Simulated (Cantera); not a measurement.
A perfectly stirred reactor is fed with 19.6 % N2O, 0.215 % H2, 80.2 % N2, at 0.0810 bar; it is held at 1248 K, and followed from long to short residence time.

Model: GRI-Mech 3.0 (53 species, 325 reactions), integrated in Cantera. GRI-Mech 3.0 was tuned for natural gas; its chemistry of N2O as a main component is partial and can be far from experiment. The mechanism lacks the step 2 NO + O2 → 2 NO2, which can matter for NO2 below about 1400 K. The temperature is held fixed by assumption; the heat of reaction is taken as removed at once.

Question: Predict: x(N2O) at τ = 0.530 s; x(H2) at τ = 0.530 s; x(NO) at τ = 0.530 s; x(HO2) at τ = 0.530 s; x(N2O) at τ = 25.0 ms; x(H2) at τ = 25.0 ms; x(NO) at τ = 25.0 ms; x(HO2) at τ = 25.0 ms; x(H2O2) at τ = 25.0 ms.

Answer: 
* **x(N2O) at τ = 0.530 s**: 0.181
* **x(H2) at τ = 0.530 s**: 0.000135
* **x(NO) at τ = 0.530 s**: 0.00133
* **x(HO2) at τ = 0.530 s**: 3.23e-7
* **x(N2O) at τ = 25.0 ms**: 0.194
* **x(H2) at τ = 25.0 ms**: 0.00109
* **x(NO) at τ = 25.0 ms**: 7.43e-5
* **x(HO2) at τ = 25.0 ms**: 1.70e-6
* **x(H2O2) at τ = 25.0 ms**: 9.76e-9
